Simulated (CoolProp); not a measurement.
Vapour-liquid equilibrium of toluene (1) + n-dodecane (2) at 136.55 °C; x and y are mole fractions of (1).

Values from CoolProp's multi-fluid Helmholtz-energy mixture model, Lemmon 2006 and Lemmon 2004; pair parameters Bell 2016.

```csv
x,bubble pressure (MPa),y at the bubble point,dew pressure at overall composition x (MPa),liquid density (mol/L)
0.05,0.01664,0.458,0.009889,3.997
0.15,0.03323,0.756,0.01098,4.239
0.25,0.05178,0.861,0.01234,4.506
0.35,0.07134,0.912,0.01409,4.805
0.45,0.09122,0.942,0.01641,5.141
0.55,0.1111,0.960,0.01966,5.522
0.65,0.1308,0.973,0.02452,5.958
0.75,0.1504,0.983,0.03261,6.462
0.85,0.1703,0.991,0.04888,7.053
0.95,0.1904,0.997,0.09916,7.756
```

No azeotrope shows between x = 0.05 and 0.95.

The pair parameters rest on a limited set of measurements; away from them the model extrapolates.
